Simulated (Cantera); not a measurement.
Charge: 1 mol Si₃N₄, 3.7 mol HF, 5 mol N₂, 1.6 mol NF₃, held at 1052 °C and 3900 Pa.

Cantera equilibrium calculation (NASA polynomials, part measured and part estimated; ideal gas, pure solids and liquids). Candidate condensed phases: Si, Si₃N₄; 37 gas species. The tables' values for SiF₃, SiF₂ are old estimates; treat these amounts as uncertain. Kinetics and transport are ignored.

Base state: N₂ 0.644, SiF₄ 0.186, H₂ 0.163, HF 0.00311, SiF₃ 0.00279, SiHF₃ 0.00115, SiF₂ 3.38e-5 (mole fractions); condensed: Si₃N₄(s).

What changes in the equilibrium state with this change: N₂ from 5 to 72 mol?


| species | before | after |
|---|---|---|
| N₂ | 0.644 | 0.949 |
| SiF₄ | 0.186 | 0.0264 |
| H₂ | 0.163 | 0.0232 |
| SiHF₃ | 0.00115 | 9.42e-5 |
| SiF₃ | 0.00279 | 0.000607 |
| HF | 0.00311 | 0.000769 |
| SiF₂ | 3.38e-5 | 1.12e-5 |
| Si₃N₄(s), mol | 0.291 | 0.292 |

What changes in the equilibrium state with this change: temperature from 1052 °C to 702 °C?


```json
[
 {"species": "N₂", "before": "0.644", "after": "0.645"},
 {"species": "SiF₄", "before": "0.186", "after": "0.190"},
 {"species": "H₂", "before": "0.163", "after": "0.165"},
 {"species": "SiF₃", "before": "0.00279", "after": "6.75e-6"},
 {"species": "HF", "before": "0.00311", "after": "0.000356"},
 {"species": "SiF₂", "before": "3.38e-5", "after": "<1e-9"},
 {"species": "SiHF₃", "before": "0.00115", "after": "0.000125"},
 {"species": "Si₃N₄(s), mol", "before": "0.291", "after": "0.292"}
]
```
